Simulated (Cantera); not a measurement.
Cantera run:

```python
import numpy as np
import cantera as ct

gas_names = """
    H HO2 H2 H2O H2O2 O OH O2 O3 Pb PbO Pb2
""".split()
cond_names = """
    H2O(s) H2O(L) Pb(cr) Pb(L) PbO(rd) PbO(yw) PbO(L) PbO2(s) Pb3O4(s)
""".split()


# ... load() reads the species with a 1 bar reference pressure and builds the phases ...
atoms = {
    'PbO': {'Pb': 1, 'O': 1},
    'H2': {'H': 2},
}
top_T = {'Pb3O4(s)': 820}  # K; cautious upper limits of use, not melting points


# ... equilibrate(T, P, feed) seeds the gas with the atoms and calls Mixture.equilibrate('TP', solver="vcs", rtol=1e-11, max_steps=5000) ...
results = []
feed = {'PbO': 1, 'H2': 0.38}  # mol
T = 575  # K
P = 10000  # Pa
mix = equilibrate(T, P, feed)
results.append((T, P, feed, dict(zip(mix.species_names, mix.species_moles))))
print(gas.report(threshold=0.001))
for i in range(1, mix.n_phases):
    print(f"{mix.phase(i).name:16s} {mix.phase_moles(i):12.5e} mol")
```

Output:

```
       temperature   575 K
          pressure   10000 Pa
           density   0.037681 kg/m^3
  mean mol. weight   18.015 kg/kmol
   phase of matter   gas

                          1 kg             1 kmol
                     ---------------   ---------------
          enthalpy       -1.2891e+07       -2.3222e+08  J
   internal energy       -1.3156e+07       -2.3701e+08  J
           entropy             12803        2.3065e+05  J/K
    Gibbs function       -2.0253e+07       -3.6485e+08  J
 heat capacity c_p            2000.2             36034  J/K
 heat capacity c_v            1538.7             27719  J/K

                      mass frac. Y      mole frac. X     chem. pot. / RT
                     ---------------   ---------------   ---------------
               H2O                 1           0.99999           -76.316
     [  +11 minor]        1.6178e-06        1.4456e-05

H2O(L)            0.00000e+00 mol
Pb(cr)            3.79995e-01 mol
PbO(rd)           6.20005e-01 mol
PbO2(s)           0.00000e+00 mol
Pb3O4(s)          0.00000e+00 mol
```

These are equilibrium values from Cantera (NASA tables, ideal gas, pure condensed phases), not measurements of a reactor.
